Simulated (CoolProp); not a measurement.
Properties of octamethyltrisiloxane (MDM) along the isobar 1.55 bar.

Values from CoolProp's reference Helmholtz-energy equation of state, Thol 2017.

| T (K) | phase | density (kg/m³) | cv (kJ/(kg K)) | isothermal compressibility (1/MPa) | expansivity (1/kK) |
|---|---|---|---|---|---|
| 452.7 | gas | 10.72 | 1.797 | 7.175 | 3.153 |
| 461.5 | gas | 10.44 | 1.818 | 7.107 | 3.006 |
| 470.2 | gas | 10.17 | 1.838 | 7.048 | 2.877 |
| 478.9 | gas | 9.928 | ? | ? | 2.762 |
| 487.7 | gas | 9.694 | 1.878 | 6.951 | ? |
| 496.4 | gas | 9.476 | 1.898 | 6.911 | 2.563 |
| 505.1 | gas | 9.271 | 1.917 | 6.875 | 2.478 |
| 513.9 | gas | 9.074 | ? | 6.843 | 2.399 |
| 522.6 | gas | 8.889 | 1.955 | 6.814 | 2.327 |
| 531.3 | gas | 8.714 | 1.973 | 6.788 | 2.261 |
| 540.1 | gas | 8.544 | 1.992 | 6.765 | ? |
| 548.8 | gas | 8.385 | 2.010 | 6.743 | 2.142 |
| 557.5 | gas | 8.232 | 2.027 | 6.724 | ? |
| 566.3 | gas | 8.084 | 2.045 | 6.706 | 2.038 |
| 575 | gas | 7.943 | 2.062 | 6.689 | 1.991 |

Task: What belongs in the gaps?

Result: 
- 478.9, cv (kJ/(kg K)): 1.858
- 478.9, isothermal compressibility (1/MPa): 6.997
- 487.7, expansivity (1/kK): 2.657
- 513.9, cv (kJ/(kg K)): 1.936
- 540.1, expansivity (1/kK): 2.199
- 557.5, expansivity (1/kK): 2.088
